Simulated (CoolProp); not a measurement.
Properties of sulfur dioxide at several states.

Computed with CoolProp (reference Helmholtz-energy equation of state, Gao 2016).

```json
[
 {"T (°C)": "117.35", "p (MPa)": "6.11", "phase": "liquid", "density (kg/m³)": "1055", "cv (kJ/(kg K))": "0.8123", "Joule-Thomson coefficient (K/MPa)": "0.5050", "fugacity coefficient": "0.5067"},
 {"T (°C)": "72.75", "p (MPa)": "0.304", "phase": "gas", "density (kg/m³)": "6.979", "cv (kJ/(kg K))": "0.5401", "Joule-Thomson coefficient (K/MPa)": "23.49", "fugacity coefficient": "0.9712"},
 {"T (°C)": "193.45", "p (MPa)": "0.472", "phase": "gas", "density (kg/m³)": "7.919", "cv (kJ/(kg K))": "0.5875", "Joule-Thomson coefficient (K/MPa)": "10.06", "fugacity coefficient": "0.9844"}
]
```
